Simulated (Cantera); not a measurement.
## Adiabatic ignition

An adiabatic, constant-volume homogeneous reactor starts with 2.92 % CH₄, 10.8 % O₂, 86.3 % N₂, at 1525 K and 10.0 bar.

Model: GRI-Mech 3.0 (53 species, 325 reactions), integrated in Cantera.

| t (s) | T (K) | P (bar) | x CH₄ | x O₂ | x C₂H₂ | x H₂O | x HCO | x CH₂CO |
|---|---|---|---|---|---|---|---|---|
| 7.00e-6 | 1525 | 10.00 | 0.0292 | 0.108 | <1e-12 | 1.23e-6 | 5.73e-12 | <1e-12 |
| 1.67e-5 | 1525 | 10.00 | 0.0291 | 0.108 | 2.65e-12 | 6.70e-6 | 5.37e-11 | 2.00e-12 |
| 3.99e-5 | 1525 | 10.0 | 0.0291 | 0.108 | 2.43e-10 | 4.90e-5 | 8.02e-10 | 4.95e-10 |
| 9.51e-5 | 1528 | 10.0 | 0.0286 | 0.108 | 2.69e-8 | 0.000409 | 1.25e-8 | 1.03e-7 |
| 0.000227 | 2150 | 14.2 | <1e-12 | 0.0533 | <1e-12 | 0.0534 | 2.89e-8 | 5.48e-11 |
| 0.000542 | 2312 | 15.2 | <1e-12 | 0.0491 | <1e-12 | 0.0571 | 3.92e-11 | <1e-12 |
| 0.00129 | 2311 | 15.2 | <1e-12 | 0.0489 | <1e-12 | 0.0571 | 3.90e-11 | <1e-12 |
| 0.00308 | 2309 | 15.2 | <1e-12 | 0.0486 | <1e-12 | 0.0571 | 3.83e-11 | <1e-12 |
| 0.00736 | 2305 | 15.1 | <1e-12 | 0.0480 | <1e-12 | 0.0571 | 3.70e-11 | <1e-12 |
| 0.0176 | 2299 | 15.1 | <1e-12 | 0.0469 | <1e-12 | 0.0571 | 3.49e-11 | <1e-12 |
| 0.0419 | 2293 | 15.1 | <1e-12 | 0.0459 | <1e-12 | 0.0572 | 3.30e-11 | <1e-12 |
| 0.100 | 2291 | 15.0 | <1e-12 | 0.0454 | <1e-12 | 0.0572 | 3.22e-11 | <1e-12 |
x: mole fraction; the columns are a selection and need not sum to one.

```yaml
time_of_steepest_temperature_rise: 0.223 ms
temperature at 0.100 s: 2291 K
equilibrium_temperature: 2291 K
x(CH₄) at 0.100 s: <1e-12 (gas-phase equilibrium <1e-12)
x(O₂) at 0.100 s: 0.0454 (gas-phase equilibrium 0.0454)
x(C₂H₂) at 0.100 s: <1e-12 (gas-phase equilibrium <1e-12)
```
